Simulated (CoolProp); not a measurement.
Vapour-liquid equilibrium of CHF3 (R23) (1) + C2F6 (R116) (2) at 206.3 K; x and y are mole fractions of (1).

Values from CoolProp's multi-fluid Helmholtz-energy mixture model, Penoncello 2003 and Lemmon 2006; pair parameters Bell 2016.

| x | bubble pressure (MPa) | y at the bubble point | dew pressure at overall composition x (MPa) | liquid density (mol/L) |
|---|---|---|---|---|
| 0.05 | 0.2100 | 0.179 | 0.1865 | 11.47 |
| 0.15 | 0.2510 | 0.359 | 0.2043 | 11.94 |
| 0.25 | 0.2735 | 0.449 | 0.2250 | 12.47 |
| 0.35 | 0.2855 | 0.503 | 0.2487 | 13.07 |
| 0.45 | 0.2917 | 0.542 | 0.2737 | 13.76 |
| 0.55 | 0.2942 | 0.575 | 0.2925 | 14.55 |
| 0.65 | 0.2938 | 0.610 | 0.2901 | 15.46 |
| 0.75 | 0.2894 | 0.656 | 0.2735 | 16.49 |
| 0.85 | 0.2774 | 0.729 | 0.2539 | 17.68 |
| 0.95 | 0.2501 | 0.870 | 0.2351 | 19.05 |

y crosses x between x = 0.55 and 0.65: the model has an azeotrope there.

The pair parameters rest on a limited set of measurements; away from them the model extrapolates.
